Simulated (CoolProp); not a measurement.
Sulfur dioxide along the isotherm 525 K: Z from the reference equation and from simpler models built on Tc = 430.6 K, pc = 7.887 MPa, ω = 0.256; each cubic takes its own stable root.

The numbers come from the reference Helmholtz-energy equation of state, Gao 2016 in CoolProp.

```json
[
 {"p (MPa)": "0.111", "phase": "gas", "reference": "0.9976", "van der Waals": "0.9974", "Redlich-Kwong": "0.9973", "Peng-Robinson": "0.9972"},
 {"p (MPa)": "0.252", "phase": "gas", "reference": "0.9946", "van der Waals": "0.9942", "Redlich-Kwong": "0.9939", "Peng-Robinson": "0.9937"},
 {"p (MPa)": "0.573", "phase": "gas", "reference": "0.9876", "van der Waals": "0.9867", "Redlich-Kwong": "0.9862", "Peng-Robinson": "0.9856"},
 {"p (MPa)": "1.3", "phase": "gas", "reference": "0.9717", "van der Waals": "0.9695", "Redlich-Kwong": "0.9684", "Peng-Robinson": "0.9674"},
 {"p (MPa)": "2.97", "phase": "gas", "reference": "0.9343", "van der Waals": "[?]", "Redlich-Kwong": "[?]", "Peng-Robinson": "0.9255"},
 {"p (MPa)": "6.76", "phase": "gas", "reference": "[?]", "van der Waals": "0.8241", "Redlich-Kwong": "0.8283", "Peng-Robinson": "0.8314"},
 {"p (MPa)": "15.4", "phase": "supercritical", "reference": "[?]", "van der Waals": "[?]", "Redlich-Kwong": "0.6172", "Peng-Robinson": "0.6555"},
 {"p (MPa)": "35", "phase": "supercritical", "reference": "0.6505", "van der Waals": "0.7816", "Redlich-Kwong": "[?]", "Peng-Robinson": "[?]"}
]
```

Q: What belongs in the gaps?

A: 
- 2.97, van der Waals: 0.9282
- 2.97, Redlich-Kwong: 0.9269
- 6.76, reference: 0.8460
- 15.4, reference: 0.6480
- 15.4, van der Waals: 0.5687
- 35, Redlich-Kwong: 0.6910
- 35, Peng-Robinson: 0.6835
